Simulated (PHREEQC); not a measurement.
0.04 g of hydrous ferric oxide (600 m²/g; 0.2 weak and 0.005 strong sites per Fe, Dzombak-Morel constants, diffuse double layer) in 1 kg of water with 0.05 mol/kgw of an inert sodium salt and 0.00019 mmol/kgw NaF, 0.00049 mmol/kgw H3BO3 and 0.0028 mmol/kgw CaCl2, at 25 °C; the pH is set by adding NaOH or the inert anion's acid. Oxygen alone is held at its pressure in air (log pO2 = -0.68). CO2 from the air is kept out. Nothing may precipitate in this run.

The series has 13 steps of pH, from 4 to 10.

Equilibrium calculation in PHREEQC: ion-association model, wateq4f.dat.

**Question.** Near which pH is half of the Ca sorbed, and on which side is more sorbed?

**Answer.** Near pH 8.9, with more sorbed at higher pH.

Real BF4- forms and hydrolyses slowly; the run takes it at equilibrium.
